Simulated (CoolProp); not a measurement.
Model: reference Helmholtz-energy equation of state, Lemmon 2006, in CoolProp. It is a short technical equation, of lower accuracy than the large ones.

Task: Give the vapour pressure (MPa), enthalpy of vaporisation (kJ/kg), surface tension (mN/m), vapour viscosity (µPa s) of saturated toluene at 503 K.

Result: 
```tsv
T (K)	p (MPa)	enthalpy of vaporisation (kJ/kg)	surface tension (mN/m)	vapour viscosity (µPa s)
503	1.23	259	5.96	11.6
```

Viscosity comes from a separate model (Avgeri 2015). Surface tension comes from a separate correlation (Mulero 2012).
